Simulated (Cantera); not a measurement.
Feed: 1 mol (CH₃)₂SiCl₂, 7.8 mol H₂, held at 10000 Pa.

These are equilibrium values from Cantera (NASA tables, ideal gas, pure condensed phases), not measurements of a reactor. Candidate condensed phases: C, C₆H₆, C₇H₈, C₈H₁₈, Si, SiC; 109 gas species. The feed counts by its element totals alone. The tables' values for SiCl₃, SiCl are old estimates; treat these amounts as uncertain. Equilibrium is a limit: real reactors are often held back by kinetics, nucleation or transport.

x: gas mole fraction; n: condensed amount in mol.

| T (°C) | x H₂ | x HCl | x SiCl₄ | x H | x SiCl₂ | n C(graphite) | n SiC(s) |
|---|---|---|---|---|---|---|---|
| 800 | 0.859 | 0.125 | 0.0109 | ? | 2.51e-5 | 1.10 | 0.860 |
| 875 | 0.844 | 0.149 | 0.00494 | ? | 6.94e-5 | 1.05 | 0.933 |
| 950 | 0.836 | 0.161 | 0.00184 | ? | 0.000146 | 1.02 | 0.971 |
| 1025 | 0.833 | 0.166 | 0.000646 | ? | 0.000257 | 1.01 | 0.986 |
| 1100 | 0.832 | 0.167 | 0.000237 | ? | 0.000410 | 1.01 | 0.990 |
| 1175 | 0.831 | 0.167 | 9.44e-5 | ? | 0.000613 | 1.01 | 0.990 |
| 1250 | 0.831 | 0.167 | 4.07e-5 | ? | 0.000875 | 1.01 | 0.988 |
| 1325 | 0.832 | 0.167 | 1.89e-5 | ? | 0.00120 | 1.01 | 0.984 |
| 1400 | 0.832 | 0.166 | 9.36e-6 | ? | 0.00159 | 1.02 | 0.980 |
| 1475 | 0.832 | 0.165 | 4.90e-6 | ? | 0.00205 | 1.02 | 0.975 |
| 1550 | 0.832 | 0.164 | 2.69e-6 | ? | 0.00258 | 1.03 | 0.969 |
| 1625 | 0.831 | 0.162 | 1.54e-6 | ? | 0.00317 | 1.03 | 0.962 |
| 1700 | 0.830 | 0.161 | 9.10e-7 | ? | 0.00381 | 1.03 | 0.954 |
| 1775 | 0.828 | 0.159 | 5.56e-7 | ? | 0.00450 | 1.03 | 0.945 |

### Question
Complete the blanks.

### Answer

- 800, x H: 4.11e-8
- 875, x H: 2.08e-7
- 950, x H: 8.69e-7
- 1025, x H: 3.09e-6
- 1100, x H: 9.60e-6
- 1175, x H: 2.66e-5
- 1250, x H: 6.66e-5
- 1325, x H: 0.000154
- 1400, x H: 0.000328
- 1475, x H: 0.000659
- 1550, x H: 0.00125
- 1625, x H: 0.00225
- 1700, x H: 0.00389
- 1775, x H: 0.00644
